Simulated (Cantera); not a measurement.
Thermodynamics of thermal oxidation and active oxidation of silicon, feed Si + CO2 + H2 + N2O

Charge: 1 mol Si, 0.13 mol CO2, 180 mol H2, 0.23 mol N2O, at 900 K and 160 Pa.

These are equilibrium values from Cantera (NASA tables, ideal gas, pure condensed phases), not measurements of a reactor. Candidate condensed phases: C, C6H6, C7H8, C8H18, H2O, Si, SiC, SiO2, Si2N2O, Si3N4; 151 gas species. The numbers say what is thermodynamically allowed, not how fast it happens.

x(H2): 1.00
n(Si(s)): 0.280 mol
n(SiC(s)): 0.130 mol
n(SiO2(β-quartz)): 0.130 mol
n(Si2N2O(s)): 0.230 mol
gas amount: 180.0 mol
log10 activity of C(graphite) (absent): -3.83
